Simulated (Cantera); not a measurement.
An adiabatic, constant-pressure homogeneous reactor starts with CH4 : C2H6 : O2 : N2 : H2O = 1 : 0.083 : 2.55 : 12.5 : 1.2 (molar parts), equivalence ratio 0.90, at 1723 K and 1.00 bar.

Detailed kinetics in Cantera: GRI-Mech 3.0 (53 species, 325 reactions).

**Question.** Predict: time of steepest temperature rise; temperature at 3.00 s; equilibrium temperature; x(O2) at 3.00 s; x(NO) at 3.00 s.

**Answer.** 
* **time of steepest temperature rise**: 73.4 µs
* **temperature at 3.00 s**: 2636 K
* **equilibrium temperature**: 2636 K
* **x(O2) at 3.00 s**: 0.0223 (gas-phase equilibrium 0.0223)
* **x(NO) at 3.00 s**: 0.00887 (gas-phase equilibrium 0.00887)
